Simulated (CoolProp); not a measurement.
Vapour-liquid equilibrium of hydrogen sulfide (1) + propane (2) at 0.0951 MPa; x and y are mole fractions of (1).

Computed with CoolProp (multi-fluid Helmholtz-energy mixture model, Lemmon 2006 and Lemmon 2009; pair parameters Kunz 2012).

```json
[
 {"x": "0.05", "bubble temperature (K)": "…", "y at the bubble point": "…", "dew temperature at overall composition x (K)": "228.6", "liquid density (mol/L)": "…"},
 {"x": "0.15", "bubble temperature (K)": "215.3", "y at the bubble point": "0.551", "dew temperature at overall composition x (K)": "…", "liquid density (mol/L)": "14.52"},
 {"x": "0.25", "bubble temperature (K)": "212.1", "y at the bubble point": "0.645", "dew temperature at overall composition x (K)": "224.0", "liquid density (mol/L)": "15.44"},
 {"x": "0.35", "bubble temperature (K)": "210.6", "y at the bubble point": "0.689", "dew temperature at overall composition x (K)": "221.4", "liquid density (mol/L)": "16.48"},
 {"x": "0.45", "bubble temperature (K)": "209.9", "y at the bubble point": "0.713", "dew temperature at overall composition x (K)": "218.5", "liquid density (mol/L)": "17.69"},
 {"x": "0.55", "bubble temperature (K)": "209.6", "y at the bubble point": "0.728", "dew temperature at overall composition x (K)": "215.4", "liquid density (mol/L)": "19.10"},
 {"x": "0.65", "bubble temperature (K)": "209.4", "y at the bubble point": "0.741", "dew temperature at overall composition x (K)": "211.9", "liquid density (mol/L)": "20.72"},
 {"x": "0.75", "bubble temperature (K)": "209.3", "y at the bubble point": "0.761", "dew temperature at overall composition x (K)": "209.3", "liquid density (mol/L)": "22.56"},
 {"x": "0.85", "bubble temperature (K)": "209.4", "y at the bubble point": "…", "dew temperature at overall composition x (K)": "209.8", "liquid density (mol/L)": "24.62"},
 {"x": "0.95", "bubble temperature (K)": "210.3", "y at the bubble point": "0.896", "dew temperature at overall composition x (K)": "211.0", "liquid density (mol/L)": "26.82"}
]
```

Complete the blanks.


- 0.05, bubble temperature (K): 222.7
- 0.05, y at the bubble point: 0.301
- 0.05, liquid density (mol/L): 13.66
- 0.15, dew temperature at overall composition x (K): 226.4
- 0.85, y at the bubble point: 0.799

y crosses x between x = 0.75 and 0.85: the model has an azeotrope there.

Pair parameters are fitted to limited data, so mixtures are less certain than the pure fluids. With so large a gap from Raoult's law the liquid may split in two, which this calculation doesn't test in full.
